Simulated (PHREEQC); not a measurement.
A PHREEQC speciation (ion-association model, phreeqc.dat) at 25 °C gives pH 0.61 and these molalities:

| species | mol/kgw |
|---|---|
| HSO4- | 0.356 |
| H+ | 0.324 |
| Mg+2 | 0.0733 |
| SO4-2 | 0.0580 |
| MgSO4 | 0.0477 |
| Mn+2 | 0.000606 |
| MnSO4 | 0.000244 |

Problem. What are the element totals, and what could have been dissolved in 1 kg of water to give them?

Solution. One answer among several that fit: totals Mg 0.121, Mn(2) 0.000850, S(6) 0.462 mol/kgw, from 0.34 mol/kgw H2SO4, 0.00085 mol/kgw MnSO4 and 0.121 mol/kgw MgSO4.

Precipitation was switched off in this run. Complexes and solids missing from the database can't appear.
